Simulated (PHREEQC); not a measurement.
Make-up at 25 °C: 1.7 mmol/kgw MgBr2 and 1.1 mmol/kgw NaOH. It is in equilibrium with CO2 at log p = -2 (atm). Otherwise closed; pH follows from the charge balance.

Model: Pitzer model, pitzer.dat, run in PHREEQC.

Q: The ionic strength comes out as 0.00620 mol/kgw. What activity coefficients do Br-, Na+, Mg+2, HCO3- get?

A: Br- 0.92, Na+ 0.93, Mg+2 0.72, HCO3- 0.92. Single-ion values are on the MacInnes scale.

This is a speciation only: nothing precipitates in the calculation.
